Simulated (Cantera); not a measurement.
An isothermal plug-flow reactor at 925 K and 44000 Pa (inlet), inlet velocity 0.16 m/s, active area per volume 420 1/m; feed 2.50 % CO, 3.57 % O2, 93.9 % N2, equivalence ratio 0.35.

Cantera simulation using Deutschmann's 1995 Pt surface mechanism with GRI-Mech 3.0 gas chemistry; the numbers are that mechanism's predictions, not measurements. Catalytic surfaces can have several steady states; this one follows from the mechanism file's or the stated starting coverage. Mass transfer to the wall is taken as infinitely fast.

x: gas mole fraction; θ: surface coverage.

| z (m) | x CO | x O2 | x H2O | x CO2 | θ free Pt | θ O* | θ CO* |
|---|---|---|---|---|---|---|---|
| 3.5e-05 | [?] | 0.0279 | <1e-12 | 0.0161 | 0.667 | 0.0123 | 0.321 |
| 7.6e-05 | [?] | 0.0236 | <1e-12 | 0.0251 | 0.237 | 0.763 | 9.34e-5 |
| 0.00016 | [?] | 0.0235 | <1e-12 | 0.0253 | 0.228 | 0.772 | 1.74e-6 |
| 0.00035 | 7.80e-10 | 0.0235 | <1e-12 | 0.0253 | 0.227 | 0.773 | 3.09e-10 |
| 0.00076 | <1e-12 | 0.0235 | <1e-12 | 0.0253 | 0.227 | 0.773 | <1e-12 |
| 0.0016 | <1e-12 | 0.0235 | <1e-12 | 0.0253 | 0.227 | 0.773 | <1e-12 |
| 0.0035 | <1e-12 | 0.0235 | <1e-12 | 0.0253 | 0.227 | 0.773 | <1e-12 |

Task: Fill in the missing entries.

Result: 
- 3.5e-05, x CO: 0.00912
- 7.6e-05, x CO: 0.000214
- 0.00016, x CO: 4.38e-6
